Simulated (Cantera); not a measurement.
# Equilibrium for abatement and gas-phase synthesis: H2O

Feed: 1 mol H2O, equilibrated at 2275 K.

Method: chemical equilibrium by Gibbs-energy minimisation in Cantera with the NASA 1993 tables (ideal gas, pure condensed phases). Candidate condensed phases: H2O; 9 gas species. The ideal-gas law is rough above about 30 bar. The numbers say what is thermodynamically allowed, not how fast it happens.

```csv
P (Pa),x H2O,x H,x H2,x O,x OH,x O2
10,0.238,0.331,0.152,0.120,0.0805,0.0786
120,0.623,0.0897,0.134,0.0299,0.0650,0.0582
1400,0.837,0.0194,0.0735,0.00626,0.0345,0.0298
17000,0.931,0.00383,0.0347,0.00122,0.0160,0.0137
210000,0.970,0.000729,0.0155,0.000230,0.00711,0.00603
2500000,0.987,0.000141,0.00687,4.42e-5,0.00315,0.00266
30000000,0.994,2.69e-5,0.00302,8.45e-6,0.00138,0.00116
```
x: gas mole fraction; nothing condenses.

From 0.000100 bar to 300 bar nothing is condensed.
